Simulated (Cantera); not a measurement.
# Adiabatic ignition

An adiabatic, constant-volume homogeneous reactor starts with 18.4 % CH₄, 2.76 % H₂, 16.6 % O₂, 62.3 % N₂, equivalence ratio 2.3, at 1625 K and 1200 Torr.

Model: GRI-Mech 3.0 (53 species, 325 reactions), integrated in Cantera.

```tsv
t (s)	T (K)	P (bar)	x CH₄	x H₂	x O₂	x NO₂	x C₂H₆
3.00e-6	1625	1.60	0.184	0.0276	0.166	<1e-12	2.47e-9
8.58e-6	1625	1.60	0.184	0.0276	0.166	<1e-12	8.02e-8
2.45e-5	1625	1.60	0.184	0.0276	0.166	<1e-12	3.82e-6
7.02e-5	1629	1.60	0.182	0.0276	0.165	<1e-12	0.000232
0.000201	1975	2.02	0.102	0.0675	0.107	1.38e-10	0.00166
0.000574	2733	3.27	1.75e-10	0.208	2.34e-5	6.55e-9	<1e-12
0.00164	2734	3.27	1.69e-10	0.208	2.37e-5	4.29e-9	<1e-12
0.00470	2734	3.27	1.68e-10	0.208	2.37e-5	3.93e-9	<1e-12
0.0134	2734	3.27	1.68e-10	0.208	2.37e-5	3.93e-9	<1e-12
0.0385	2734	3.27	1.68e-10	0.208	2.37e-5	3.93e-9	<1e-12
0.110	2734	3.27	1.68e-10	0.208	2.37e-5	3.93e-9	<1e-12
0.315	2734	3.27	1.68e-10	0.208	2.37e-5	3.93e-9	<1e-12
0.900	2734	3.27	1.68e-10	0.208	2.37e-5	3.93e-9	<1e-12
```
x: mole fraction; the columns are a selection and need not sum to one.

| Quantity | Value |
|---|---|
| time of steepest temperature rise | 0.208 ms |
| temperature at 0.900 s | 2734 K |
| equilibrium temperature | 2734 K |
| x(CH₄) at 0.900 s | 1.68e-10 (gas-phase equilibrium 1.88e-10) |
| x(H₂) at 0.900 s | 0.208 (gas-phase equilibrium 0.208) |
| x(O₂) at 0.900 s | 2.37e-5 (gas-phase equilibrium 2.37e-5) |
